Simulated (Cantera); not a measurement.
Feed: 1 mol Si3N4, 0.01 mol O2, 20 mol N2, equilibrated at 1202 °C and 0.160 Pa.

Cantera equilibrium calculation (NASA polynomials, part measured and part estimated; ideal gas, pure solids and liquids). Candidate condensed phases: Si, SiO2, Si2N2O, Si3N4; 16 gas species. Rates play no part.

### Question
What is the equilibrium state?

### Answer
```json
{
  "x(N2)": "0.995",
  "x(Si)": "0.00359",
  "x(SiO)": "0.000905",
  "x(Si2N)": "9.46e-6",
  "x(SiN)": "6.50e-6",
  "x(Si2)": "3.83e-6",
  "n(Si(s))": "2.90 mol",
  "gas_amount": "22.10 mol"
}
```
